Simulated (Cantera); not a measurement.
A perfectly stirred reactor is fed with CH₄ : H₂ : O₂ = 0.021 : 1 : 0.0068 (molar parts), equivalence ratio 80, at 0.310 bar; it is held at 1375 K, and followed from long to short residence time.

Computed with Cantera and GRI-Mech 3.0 (53 species, 325 reactions). GRI-Mech 3.0 stops at C3 and has no aromatics, soot or wall deposition, so with more carbon than oxygen in the feed, carbon stays in small species such as C2H2 where larger ones or solid carbon would form.

Task: What does this change do: temperature 1375 to 2775 K?

Result: 
| quantity | before | after |
|---|---|---|
| x(CH₄) at τ = 1.40 s | 0.0191 | 9.50e-6 |
| x(H₂) at τ = 1.40 s | 0.967 | 0.859 |
| x(O₂) at τ = 1.40 s | 0.000147 | 4.30e-9 |
| x(CO) at τ = 1.40 s | 0.000149 | 0.0121 |
| x(C₂H₄) at τ = 1.40 s | 0.000172 | 2.58e-7 |
| x(CH₄) at τ = 13.0 ms | 0.0195 | 6.83e-5 |
| x(H₂) at τ = 13.0 ms | 0.968 | 0.872 |
| x(O₂) at τ = 13.0 ms | 0.00147 | 5.20e-7 |
| x(CO) at τ = 13.0 ms | 0.000128 | 0.0117 |
| x(C₂H₄) at τ = 13.0 ms | 0.000161 | 3.84e-7 |
